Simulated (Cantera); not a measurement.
Charge: 1 mol V, 1.2 mol NH3, a varied amount of O2, at 1100 K and 39.0 mbar.

Equilibrium computed with Cantera from the NASA thermochemical tables; the gas is ideal and each condensed phase is pure. Candidate condensed phases: H2O, V, VN, VO, V2O3, V2O4, V2O5; 28 gas species. Condensed phases not in the tables: the oxides between V2O3 and V2O5 other than VO2. Kinetics and transport are ignored.

Task: At 1.6 mol O2, list the 3 most abundant gas species with their mole fractions, and the condensed phases.

Result: H2O 0.708, N2 0.250, H2 0.0417. Condensed: V2O3(s).
